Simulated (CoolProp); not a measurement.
Sulfur dioxide along the isobar 6770 kPa: density (kg/m³) from the reference equation and from simpler models built on Tc = 157.5 °C, pc = 7887 kPa, ω = 0.256; each cubic takes its own stable root.

Values from CoolProp's reference Helmholtz-energy equation of state, Gao 2016.

| T (°C) | phase | reference | Soave-Redlich-Kwong | Peng-Robinson |
|---|---|---|---|---|
| 118.35 | liquid | 1057 | 902.5 | 1019 |
| 131.65 | liquid | 978.0 | 816.1 | 919.1 |
| 145.05 | liquid | 853.8 | 682.7 | 764.5 |
| 158.35 | gas | 208.2 | 201.5 | 211.1 |
| 171.75 | gas | 178.2 | 174.9 | 182.2 |
| 185.05 | gas | 160.5 | 158.3 | 164.3 |
| 198.45 | gas | 147.8 | 146.1 | 151.2 |
| 211.75 | gas | 138.0 | 136.6 | 141.0 |
| 225.15 | gas | 130.0 | 128.7 | 132.6 |
| 238.45 | gas | 123.3 | 122.1 | 125.6 |
| 251.85 | gas | 117.5 | 116.4 | 119.5 |
